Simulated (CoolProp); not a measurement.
Computed with CoolProp (reference Helmholtz-energy equation of state, Schmidt 1985).

Problem. Give the vapour pressure (MPa), liquid cp (kJ/(kg K)), liquid viscosity (µPa s), liquid conductivity (mW/(m K)) of saturated oxygen at -151.85, -144.15 °C.

Solution. 
```csv
T (°C),p (MPa),liquid cp (kJ/(kg K)),liquid viscosity (µPa s),liquid conductivity (mW/(m K))
-151.85,1.10,1.95,94.6,105
-144.15,1.66,2.12,79.4,94.1
```

Viscosity comes from a separate model (Lemmon 2004). Thermal conductivity comes from a separate model (Lemmon 2004).
